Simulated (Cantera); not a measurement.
Charge: 1 mol Si, 1.7 mol HCl, 4.1 mol H₂, at 0.170 bar.

Equilibrium computed with Cantera from the NASA thermochemical tables; the gas is ideal and each condensed phase is pure. Candidate condensed phases: Si; 19 gas species. Rates play no part.

Over these rows the condensed part is Si(s). Partial pressures as log10 of bar:

```csv
T (K),1000/T (1/K),log p SiHCl₃,log p H₂,log p HCl,log p SiCl₄
873,1.1455,-2.37,-0.81,-3.11,-2.00
1023,0.9775,-2.41,-0.82,-2.50,-2.02
1173,0.8525,-2.51,-0.83,-2.07,-2.12
1323,0.7559,-2.76,-0.85,-1.80,-2.42
1473,0.6789,?,-0.87,-1.69,-3.04
1623,0.6161,-3.85,-0.87,-1.66,-3.84
```

Problem. Fit log p(SiHCl₃) = a + b·(1000/T) to the five rows, give the apparent enthalpy, and predict the row at 1473 K.

Solution. Means: 1000/T = 0.8695, log p = -2.780. Sxy = 0.417396, Sxx = 0.1652455, so b = 2.53 and a = -2.780 − (2.53)×0.8695 = -4.98.
Apparent enthalpy: −19.145 × (2.53) = -48 kJ/mol. With the condensed phases at unit activity, Si(s) + 3 HCl(g) = SiHCl₃(g) + H₂(g) links this pressure to the main gases: over the six rows their terms move log p by +4.41 in all, so the slope isn't that reaction's ΔH° alone. The five rows lie within 0.43 of the line; that is curvature, so one enthalpy describes this range poorly.
Prediction at 1473 K: -4.98 + (2.53)×0.6789 = -3.26. The computed value is -3.24, 0.02 from the line.
